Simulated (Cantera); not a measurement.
**Silicon oxide and oxynitride deposition: TEOS + NO**

A closed system holds: 1 mol TEOS, 0.3 mol NO, equilibrated at 11.0 mbar.

Cantera equilibrium calculation (NASA polynomials, part measured and part estimated; ideal gas, pure solids and liquids). Candidate condensed phases: C, C6H6, C7H8, C8H18, H2O, Si, SiC, SiO2, Si2N2O, Si3N4; 151 gas species. The feed counts by its element totals alone. Mutual solubility and eutectic melting of coexisting phases are not modelled. The tables hold silica as quartz up to 1696 K and as liquid above; real silica turns to tridymite and cristobalite and melts near 1996 K. Equilibrium is a limit: real reactors are often held back by kinetics, nucleation or transport.

From 600 K to 800 K the condensed part is C(graphite) + SiO2(α-quartz). From 900 K to 1200 K the condensed part is C(graphite) + SiO2(β-quartz). At 1300 K the condensed part is C(graphite) + SiO2(β-quartz) + Si2N2O(s). At 1400 K the condensed part is C(graphite) + SiC(s) + Si2N2O(s). From 1500 K to 1700 K the condensed part is C(graphite) + SiC(s).

| T (K) | log p H2 | log p CO | log p CH4 | log p H2O | log p CO2 | log p N2 | log p SiO | n C(graphite) | n SiO2(α-quartz) | n SiO2(β-quartz) | n Si2N2O(s) | n SiC(s) |
|---|---|---|---|---|---|---|---|---|---|---|---|---|
| 600 | -2.27 | -4.65 | -2.57 | -2.61 | -3.54 | -3.70 | <-13 | 5.72 | 1.00 | 0 | 0 | 0 |
| 700 | -2.08 | -3.47 | -3.24 | -2.92 | -3.34 | -3.80 | <-13 | 6.71 | 1.00 | 0 | 0 | 0 |
| 800 | -2.05 | -2.84 | -3.98 | -3.53 | -3.69 | -3.85 | <-13 | 6.13 | 1.00 | 0 | 0 | 0 |
| 900 | -2.05 | -2.71 | -4.62 | -4.38 | -4.67 | -3.87 | <-13 | 5.74 | 0 | 1.00 | 0 | 0 |
| 1000 | -2.05 | -2.69 | -5.13 | -5.15 | -5.63 | -3.88 | <-13 | 5.70 | 0 | 1.00 | 0 | 0 |
| 1100 | -2.05 | -2.69 | -5.55 | -5.79 | -6.44 | -3.88 | -11.94 | 5.70 | 0 | 1.00 | 0 | 0 |
| 1200 | -2.05 | -2.69 | -5.91 | -6.33 | -7.11 | -3.88 | -9.23 | 5.70 | 0 | 1.000 | 0 | 0 |
| 1300 | -2.06 | -2.66 | -6.22 | -6.76 | -7.61 | -4.12 | -6.97 | 5.51 | 0 | 0.873 | 0.0637 | 0 |
| 1400 | -2.11 | -2.49 | -6.59 | -7.03 | -7.75 | -4.72 | -5.39 | 3.09 | 0 | 0 | 0.126 | 0.744 |
| 1500 | -2.12 | -2.49 | -6.83 | -7.37 | -8.15 | -3.94 | -5.19 | 2.72 | 0 | 0 | 0 | 0.992 |
| 1600 | -2.12 | -2.49 | -7.02 | -7.66 | -8.51 | -3.95 | -5.02 | 2.72 | 0 | 0 | 0 | 0.988 |
| 1700 | -2.12 | -2.49 | -7.20 | -7.92 | -8.82 | -3.95 | -4.87 | 2.73 | 0 | 0 | 0 | 0.982 |
log p: log10 of the partial pressure in bar; n: condensed amount in mol.
